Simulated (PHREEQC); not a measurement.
Solution (86 °C): 0.019 mol/kgw H2SiF6. Closed to the air; pH follows from the charge balance.

The numbers come from PHREEQC with the ion-association model, wateq4f.dat.

This is a speciation only: nothing precipitates in the calculation.

Question: What pH, ionic strength does the model give?

Answer: pH 1.62; ionic strength 0.0420 mol/kgw.

Question: In which forms is Si present?

Answer: SiF6-2 73 %, H4SiO4 27 % of the Si.

Examples of supersaturated solids here: Quartz (slow to form), Chalcedony (slow to form). Others may be too. Constants without temperature data keep their 25 °C values here. SiF6-2 is the database's only silicon fluoride.
